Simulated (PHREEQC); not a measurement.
PHREEQC input (ion-association model, phreeqc.dat):

```
SOLUTION 0
  temp 40
  units mmol/kgw
  pH 7 charge
  Cl 28.01
  Li 28
  O(0) 1 O2(g) -0.68
SOLUTION 1-40
  temp 40
  units mmol/kgw
  pH 7 charge
  Cl 26.25
  K 25
  Cu(2) 0.62
  O(0) 1 O2(g) -0.68
END
EXCHANGE 1-40
  X 0.016
  -equilibrate 1
END
SELECTED_OUTPUT 1
  -reset false
  -pH true
  -pe true
  -ionic_strength true
  -water true
  -step true
  -totals Cl Cu K Li Cu(1) Cu(2)
  -molalities LiX KX CuX2
  -saturation_indices Sylvite
PRINT
  -reset false
TRANSPORT
  -cells 40
  -shifts 160
  -lengths 0.025
  -time_step 720
  -dispersivities 0.08
  -boundary_conditions flux flux
  -correct_disp true
  -punch_cells 40
  -punch_frequency 5
END
```

Selected output (columns that matter, 14 of 33 rows; pore volumes added in front):

```
pore volumes	pH	mu	Cl	Cu	K	Li	m_LiX	m_KX	m_CuX2	si_Sylvite
0	5.0075	0.026778	0.02625	0.00062	0.025	0	0	0.01392	0.0010399	-4.2979
0.2625	5.0075	0.026778	0.02625	0.00061996	0.024999	1.444e-06	1.4898e-07	0.01392	0.0010399	-4.2979
0.6375	5.0161	0.026989	0.026533	0.00053624	0.022909	0.0025411	0.0002807	0.013658	0.0010306	-4.3316
0.8875	5.0319	0.027363	0.027045	0.00037479	0.018281	0.0080044	0.0010487	0.012927	0.0010122	-4.4219
1.2625	5.0469	0.027802	0.027636	0.00019675	0.011715	0.015517	0.0027657	0.01127	0.00098233	-4.6065
1.5125	5.0511	0.027946	0.027831	0.00013537	0.0087583	0.018792	0.0040025	0.010068	0.00096479	-4.73
1.8875	5.0541	0.028029	0.027956	8.7169e-05	0.0059082	0.021863	0.0057402	0.0083721	0.00094387	-4.8992
2.1375	5.0551	0.028045	0.027986	6.952e-05	0.0046652	0.023172	0.0067736	0.0073602	0.0009331	-5.0013
2.5125	5.0559	0.028048	0.028003	5.3309e-05	0.0033694	0.024517	0.0081292	0.0060297	0.00092055	-5.1423
2.7625	5.0563	0.028046	0.028007	4.6351e-05	0.00275	0.025154	0.0089129	0.0052591	0.00091404	-5.2305
3.1375	5.0566	0.028042	0.028009	3.9158e-05	0.0020554	0.025865	0.0099289	0.0042585	0.00090633	-5.3569
3.3875	5.0568	0.02804	0.02801	3.5757e-05	0.001703	0.026225	0.010511	0.0036841	0.00090228	-5.4385
3.7625	5.057	0.028037	0.02801	3.1994e-05	0.0012911	0.026645	0.01126	0.0029449	0.0008975	-5.5588
4.0125	5.0571	0.028035	0.02801	3.0117e-05	0.0010755	0.026864	0.011685	0.0025249	0.00089502	-5.6381
```

Away from 25 °C the constants follow the database's enthalpies or fits; those with neither stay at their 25 °C values.
